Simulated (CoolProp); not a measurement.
Computed with CoolProp (reference Helmholtz-energy equation of state, Thol 2016).

Task: For hexamethyldisiloxane (MM), give the phase and the density (kg/m³), cp (kJ/(kg K)), cv (kJ/(kg K)), Joule-Thomson coefficient (K/MPa) at -8.25 °C and 0.0179 MPa; -8.25 °C and 0.0435 MPa; -8.25 °C and 0.398 MPa.

Result: 
- -8.25 °C and 0.0179 MPa: liquid; density 794, cp 1.82, cv 1.47, Joule-Thomson coefficient -0.455
- -8.25 °C and 0.0435 MPa: liquid; density 794, cp 1.82, cv 1.47, Joule-Thomson coefficient -0.455
- -8.25 °C and 0.398 MPa: liquid; density 795, cp 1.82, cv 1.47, Joule-Thomson coefficient -0.456
